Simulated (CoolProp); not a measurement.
Vapour-liquid equilibrium of dimethyl ether (1) + 1-butene (2) at 14.1 bar; x and y are mole fractions of (1).

Model: multi-fluid Helmholtz-energy mixture model, Wu 2011 and Lemmon 2005; pair parameters Bell 2016, in CoolProp.

Give the bubble temperature and the first vapour's composition at x = 0.35, 0.575, 0.725. Is there an azeotrope?

x = 0.35: 346.5 K, y = 0.473; x = 0.575: 340.1 K, y = 0.680; x = 0.725: 336.8 K, y = 0.798. No azeotrope shows between x = 0.05 and 0.95.

The pair parameters rest on a limited set of measurements; away from them the model extrapolates.
